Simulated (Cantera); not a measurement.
An adiabatic, constant-pressure homogeneous reactor starts with H2 : O2 : N2 = 1 : 0.263 : 0.989 (molar parts), equivalence ratio 1.9, at 975 K and 4.93 atm. Integrator tolerance rtol = 1e-08.

Detailed kinetics in Cantera: the H2/O2 subset of GRI-Mech 3.0, which has no nitrogen chemistry. The hydrogen kinetics of GRI-Mech 3.0 are dated; newer H2 mechanisms differ, most at raised pressure.

Problem. What does this change do: 0.056 parts H2O added?

Solution. 
```csv
quantity,before,after
time of steepest temperature rise,16.5 ms,17.9 ms
temperature at 0.300 s,2605 K,2562 K
equilibrium temperature,2605 K,2562 K
x(H2) at 0.300 s,0.234 (gas-phase equilibrium 0.234),0.228 (gas-phase equilibrium 0.228)
x(O2) at 0.300 s,2.37e-5 (gas-phase equilibrium 2.37e-5),1.95e-5 (gas-phase equilibrium 1.95e-5)
x(HO2) at 0.300 s,4.92e-8 (gas-phase equilibrium 4.92e-8),3.96e-8 (gas-phase equilibrium 3.96e-8)
x(H) at 0.300 s,0.00855 (gas-phase equilibrium 0.00855),0.00705 (gas-phase equilibrium 0.00705)
x(O) at 0.300 s,5.23e-5 (gas-phase equilibrium 5.23e-5),3.87e-5 (gas-phase equilibrium 3.87e-5)
x(H2O) at 0.300 s,0.261 (gas-phase equilibrium 0.261),0.281 (gas-phase equilibrium 0.281)
```
